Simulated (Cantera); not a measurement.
Mixture: 10.6 % CH₄, 17.7 % O₂, 66.5 % N₂, 5.20 % H₂O, equivalence ratio 1.2, at 0.310 bar, adiabatic and at constant pressure. Ignition delay is the time to a rise of 400 K.

Detailed kinetics in Cantera: GRI-Mech 3.0 (53 species, 325 reactions).

Q: Predict: delay at 1150 K; delay at 1225 K; delay at 1300 K; delay at 1375 K; delay at 1450 K; apparent activation energy between 1300 and 1450 K.

A: delay at 1150 K: 0.326 s
delay at 1225 K: 0.105 s
delay at 1300 K: 36.5 ms
delay at 1375 K: 13.9 ms
delay at 1450 K: 5.78 ms
apparent activation energy between 1300 and 1450 K: 190 kJ/mol
